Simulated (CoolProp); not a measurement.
Aqueous ammonia as a coolant, at -12 °C, 1 atm.

Model: Melinder's fits for secondary coolants, in CoolProp.

| mass % | freezing point (°C) | viscosity (mPa s) | density (kg/m³) | conductivity (W/(m K)) | Prandtl number |
|---|---|---|---|---|---|
| 10.7 | -14.8 | 3.16 | 961.8 | 0.470 | 28.4 |
| 12.7 | -18.5 | 3.20 | 955.9 | … | 29.4 |
| 14.8 | … | 3.26 | 949.9 | 0.449 | … |
| 16.8 | -27.5 | 3.34 | 944.4 | 0.439 | 32.3 |
| 18.9 | -33.2 | 3.40 | 938.8 | 0.429 | … |
| 20.9 | -39.4 | … | 933.6 | … | 34.6 |
| 23 | -47.0 | 3.41 | 928.2 | 0.412 | … |

What belongs in the gaps?


- 12.7, conductivity (W/(m K)): 0.460
- 14.8, freezing point (°C): -22.8
- 14.8, Prandtl number: 30.8
- 18.9, Prandtl number: 33.7
- 20.9, viscosity (mPa s): 3.42
- 20.9, conductivity (W/(m K)): 0.420
- 23, Prandtl number: 35.2
